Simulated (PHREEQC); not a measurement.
# Reverse-osmosis permeate

Synthetic water in mg/L, 20 °C, pH 6.35, pe 9.3:

| constituent | mg/L |
|---|---|
| Na | 1.58 |
| K | 1.13 |
| Ca | 1.17 |
| Mg | 0.0854 |
| Cl | 1.58 |
| S(6) as SO4 | 0.501 |
| Alkalinity as HCO3 | 6.35 |
| N(5) as NO3 | 0.0513 |

Na is adjusted to close the charge balance.
Valence states are taken as typed.

Model: ion-association model, phreeqc.dat, run in PHREEQC.

| Quantity | Value |
|---|---|
| ionic strength | 0.000198 mol/kgw |

```json
[
 {"species": "CO2", "molality": "0.000111", "activity": "0.000111", "log γ": "0.000"},
 {"species": "HCO3-", "molality": "0.000104", "activity": "0.000103", "log γ": "-0.007"},
 {"species": "Na+", "molality": "6.56e-5", "activity": "6.45e-5", "log γ": "-0.007"},
 {"species": "Cl-", "molality": "4.46e-5", "activity": "4.39e-5", "log γ": "-0.007"},
 {"species": "Ca+2", "molality": "2.91e-5", "activity": "2.73e-5", "log γ": "-0.028"},
 {"species": "K+", "molality": "2.89e-5", "activity": "2.84e-5", "log γ": "-0.007"},
 {"species": "SO4-2", "molality": "5.19e-6", "activity": "4.87e-6", "log γ": "-0.028"},
 {"species": "Mg+2", "molality": "3.50e-6", "activity": "3.29e-6", "log γ": "-0.028"}
]
```

No solid was allowed to form.
